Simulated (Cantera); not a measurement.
Input (Python, Cantera):

```python
import numpy as np
import cantera as ct

gas = ct.Solution("h2o2.yaml")
gas.TPX = 350, 22000, {'H2': 1, 'O2': 0.385, 'N2': 1.58, 'H2O': 0.69}
flame = ct.FreeFlame(gas, width=0.12)
flame.set_refine_criteria(ratio=3, slope=0.08, curve=0.16)
flame.transport_model = "mixture-averaged"
flame.solve(loglevel=0, auto=True)
flame.transport_model = "multicomponent"
flame.soret_enabled = False
flame.solve(loglevel=0, refine_grid=True)
z, T = flame.grid, flame.T
thick = (T[-1] - T[0]) / np.gradient(T, z).max()
show = ['H2', 'O2', 'H2O', 'O', 'HO2', 'OH']
print(f"laminar burning velocity  {flame.velocity[0] * 100:.3f} cm/s")
print(f"burnt temperature         {T[-1]:.1f} K")
print(f"thermal thickness         {thick * 1e3:.4f} mm")
print(f"grid points               {len(z)}")
z0 = z[flame.heat_release_rate.argmax()]
print(f"{'z/mm':>9s}{'T/K':>9s}{'u/(m/s)':>9s}" + "".join(f"{s:>11s}" for s in show))
rows = []
for k in (-3, -2, -1.5, -1, -0.5, -0.25, 0, 0.25, 0.5, 1, 2, 4, 8):
    zz = z0 + k * thick
    rows.append([k * thick, np.interp(zz, z, T), np.interp(zz, z, flame.velocity),
                 *(np.interp(zz, z, flame.X[gas.species_index(s)]) for s in show)])
    print(f"{rows[-1][0] * 1e3:9.3f}{rows[-1][1]:9.1f}{rows[-1][2]:9.3f}" + "".join(f"{x:11.3e}" for x in rows[-1][3:]))
```

It prints:

```
laminar burning velocity  195.027 cm/s
burnt temperature         1876.8 K
thermal thickness         2.1787 mm
grid points               123
     z/mm      T/K  u/(m/s)         H2         O2        H2O          O        HO2         OH
   -6.536    350.0    1.950  2.736e-01  1.053e-01  1.888e-01  1.704e-13  6.622e-13  5.568e-16
   -4.357    350.0    1.950  2.736e-01  1.053e-01  1.888e-01  8.936e-12  6.188e-11  2.941e-14
   -3.268    350.0    1.950  2.736e-01  1.053e-01  1.888e-01  1.026e-10  1.052e-09  3.583e-13
   -2.179    350.1    1.950  2.734e-01  1.054e-01  1.888e-01  2.074e-09  3.918e-08  2.936e-11
   -1.089    356.7    1.977  2.693e-01  1.059e-01  1.901e-01  3.397e-07  2.557e-05  1.135e-06
   -0.545    492.8    2.678  2.481e-01  1.039e-01  2.032e-01  3.522e-05  2.150e-04  4.084e-04
    0.000    858.4    4.540  1.940e-01  8.624e-02  2.525e-01  6.080e-04  6.657e-05  6.781e-04
    0.545   1145.2    5.961  1.249e-01  5.093e-02  3.262e-01  2.831e-03  2.486e-05  1.966e-03
    1.089   1304.9    6.753  8.264e-02  2.274e-02  3.794e-01  3.612e-03  9.466e-06  3.907e-03
    2.179   1442.8    7.419  6.772e-02  9.552e-03  4.057e-01  3.104e-03  3.458e-06  5.691e-03
    4.357   1561.0    7.966  6.828e-02  6.515e-03  4.150e-01  2.310e-03  2.091e-06  6.271e-03
    8.715   1666.2    8.440  6.838e-02  4.116e-03  4.241e-01  1.452e-03  1.225e-06  5.979e-03
   17.430   1749.9    8.807  6.779e-02  2.206e-03  4.325e-01  7.641e-04  6.459e-07  4.952e-03
```

Computed with Cantera and the H2/O2 subset of GRI-Mech 3.0, which has no nitrogen chemistry. Burning velocities carry a grid error of a few per cent, more on coarse grids.
